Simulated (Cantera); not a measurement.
Cantera run, input and output.

```python
import numpy as np
import cantera as ct

gas = ct.Solution("gri30.yaml")
gas.TPX = 1250, 400000, {'CH4': 0.0079, 'O2': 0.014, 'N2': 1}
inlet = ct.Reservoir(gas, clone=True)

reactor = ct.IdealGasConstPressureReactor(gas, energy="off", clone=False)
exhaust = ct.Reservoir(gas, clone=True)
tau = [23, 3.4, 0.5, 0.074, 0.011, 0.0016, 0.00024][0]
for a, b in ((inlet, reactor), (reactor, exhaust)):
    ct.MassFlowController(a, b, mdot=lambda t: reactor.mass / tau)
net = ct.ReactorNet([reactor])
show = ['CH4', 'O2', 'NO', 'H', 'CO2', 'HCO', 'H2']

rows = []
print(f"{'tau/s':>10s}{'T/K':>9s}" + "".join(f"{s:>11s}" for s in show))
for tau in [23, 3.4, 0.5, 0.074, 0.011, 0.0016, 0.00024]:
    net.initial_time = 0.0
    net.advance(30 * tau)
    before = gas.X
    net.advance(40 * tau)
    drift = np.max(np.abs(gas.X - before) / (gas.X + 1e-9))
    rows.append([gas.T, *gas[show].X, drift])
    print(f"{tau:10.3e}{gas.T:9.1f}" + "".join(f"{x:11.3e}" for x in gas[show].X))
```

Result:

```
     tau/s      T/K        CH4         O2         NO          H        CO2        HCO         H2
 2.300e+01   1250.0  2.956e-04  2.165e-04  1.594e-09  1.682e-07  5.940e-03  2.715e-11  1.072e-03
 3.400e+00   1250.0  3.227e-04  5.384e-04  5.766e-09  4.277e-07  5.367e-03  1.889e-10  1.024e-03
 5.000e-01   1250.0  4.847e-04  1.426e-03  1.241e-08  9.839e-07  4.250e-03  1.274e-09  1.080e-03
 7.400e-02   1250.0  1.220e-03  4.132e-03  5.435e-09  1.602e-06  2.090e-03  6.798e-09  1.597e-03
 1.100e-02   1250.0  7.720e-03  1.369e-02  2.194e-15  5.463e-10  5.218e-09  4.626e-12  1.557e-06
 1.600e-03   1250.0  7.730e-03  1.370e-02  8.158e-17  1.434e-10  5.869e-11  1.208e-13  5.969e-08
 2.400e-04   1250.0  7.731e-03  1.370e-02  2.071e-18  4.168e-11  9.597e-14  1.125e-15  2.601e-09
```

Cantera simulation using GRI-Mech 3.0 (53 species, 325 reactions); the numbers are that mechanism's predictions, not measurements.
